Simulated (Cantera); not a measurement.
A Cantera script and what it prints.

```python
import numpy as np
import cantera as ct

gas_names = """
    H H2 N NH NH2 NH3 N2 N2H2 N2H4 Zr ZrN
""".split()
cond_names = """
    Zr(a) Zr(b) Zr(L) ZrN(s) ZrN(L)
""".split()


# ... load() reads the species with a 1 bar reference pressure and builds the phases ...
atoms = {
    'ZrN': {'Zr': 1, 'N': 1},
    'H2': {'H': 2},
}
top_T = {}  # K; cautious upper limits of use, not melting points


# ... equilibrate(T, P, feed) seeds the gas with the atoms and calls Mixture.equilibrate('TP', solver="vcs", rtol=1e-11, max_steps=5000) ...
results = []
feed = {'ZrN': 1, 'H2': 1.9}  # mol
T = 2323  # K
P = 2600  # Pa
mix = equilibrate(T, P, feed)
results.append((T, P, feed, dict(zip(mix.species_names, mix.species_moles))))
x = sorted(zip(gas.X, gas.species_names), reverse=True)
print(f"T = {T:g} K  P = {P:g} Pa  gas = {mix.phase_moles(0):.4g} mol")
print("   x: " + "  ".join(f"{s} {v:.3e}" for v, s in x if v > 1e-05))
print("   condensed (mol): " + ("  ".join(f"{mix.phase(i).name} {mix.phase_moles(i):.4g}"
      for i in range(1, mix.n_phases) if mix.phase_moles(i) > 1e-12) or "none"))
```

It prints:

```
T = 2323 K  P = 2600 Pa  gas = 1.964 mol
   x: H2 9.347e-01  H 6.529e-02  Zr 1.235e-05
   condensed (mol): ZrN(s) 1
```

Method: chemical equilibrium by Gibbs-energy minimisation in Cantera with the NASA 1993 tables (ideal gas, pure condensed phases). ZrN: taken at fixed stoichiometry.
